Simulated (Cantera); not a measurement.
# Moist CO burnout

An isothermal, constant-pressure homogeneous reactor starts with CO : O₂ : H₂O : N₂ = 0.0028 : 0.0077 : 0.0014 : 1 (molar parts), at 1150 K and 100000 Pa.

Model: GRI-Mech 3.0 (53 species, 325 reactions), integrated in Cantera.

```tsv
t (s)	x CO	x O₂	x H₂O	x NO₂	x NO	x H
3.00e-5	0.00277	0.00761	0.00138	<1e-12	<1e-12	<1e-12
7.32e-5	0.00277	0.00761	0.00138	<1e-12	<1e-12	<1e-12
0.000179	0.00277	0.00761	0.00138	<1e-12	<1e-12	<1e-12
0.000436	0.00277	0.00761	0.00138	<1e-12	<1e-12	3.65e-12
0.00107	0.00277	0.00761	0.00138	<1e-12	<1e-12	1.99e-11
0.00260	0.00277	0.00761	0.00138	<1e-12	<1e-12	1.10e-10
0.00635	0.00277	0.00761	0.00138	<1e-12	<1e-12	1.34e-9
0.0155	0.00276	0.00760	0.00138	<1e-12	1.66e-12	3.79e-7
0.0378	0.00153	0.00698	0.00136	7.69e-11	1.40e-8	7.30e-6
0.0923	0.000445	0.00645	0.00138	4.38e-10	3.43e-8	1.31e-6
0.225	9.29e-5	0.00628	0.00138	1.46e-9	4.60e-8	1.43e-7
0.550	1.46e-5	0.00624	0.00138	2.72e-9	5.08e-8	1.14e-8
1.34	1.81e-6	0.00623	0.00139	2.44e-9	5.33e-8	7.53e-10
3.28	1.81e-7	0.00623	0.00139	1.24e-9	5.54e-8	6.15e-11
8.00	9.16e-9	0.00623	0.00139	6.14e-10	5.64e-8	1.31e-11
```
x: mole fraction; the columns are a selection and need not sum to one.

Equilibrium at this temperature and pressure: CO 1.81e-10, O₂ 0.00622, H₂O 0.00139, NO₂ 9.49e-8, NO 2.55e-5, H <1e-12 (gas phase only).
